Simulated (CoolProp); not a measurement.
R124 at 273.8 K and 0.114 MPa is throttled through a valve to 0.0486 MPa with no heat exchange. Each further row changes one setting.

Model: reference Helmholtz-energy equation of state, de Vries 1995, in CoolProp.

| case | temperature change (K) | final density (kg/m³) |
|---|---|---|
| as stated | -2.1 | 2.99 |
| outlet pressure 0.0146 MPa | -3.1 | 0.890 |
| outlet pressure 0.0632 MPa | -1.6 | 3.90 |
